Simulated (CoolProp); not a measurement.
cis-2-butene along the isotherm 418.7 K: Z from the reference equation and from simpler models built on Tc = 435.8 K, pc = 42.36 bar, ω = 0.202; each cubic takes its own stable root.

Model: reference Helmholtz-energy equation of state, Lemmon 2005, in CoolProp. It is a short technical equation, of lower accuracy than the large ones.

| p (bar) | phase | reference |
|---|---|---|
| 1.77 | gas | 0.9832 |
| 3.53 | gas | 0.9661 |
| 5.3 | gas | 0.9485 |
| 7.06 | gas | 0.9304 |
| 8.83 | gas | 0.9117 |
| 10.6 | gas | 0.8923 |
| 12.4 | gas | 0.8719 |
| 14.1 | gas | 0.8519 |
| 15.9 | gas | 0.8299 |
| 17.7 | gas | 0.8068 |
| 19.4 | gas | 0.7839 |
| 21.2 | gas | 0.7583 |

### Question
How far does each simpler model (Pitzer virial, van der Waals, Soave-Redlich-Kwong) lie from the reference over these 12 states: mean and median of the absolute difference, and the worst?

### Answer
- Pitzer virial: mean 1.8 %, median 1.2 %, worst +5.8 % at 418.7 K and 21.2 bar
- van der Waals: mean 2.7 %, median 2.4 %, worst +6.0 % at 418.7 K and 21.2 bar
- Soave-Redlich-Kwong: mean 0.5 %, median 0.4 %, worst +1.4 % at 418.7 K and 21.2 bar
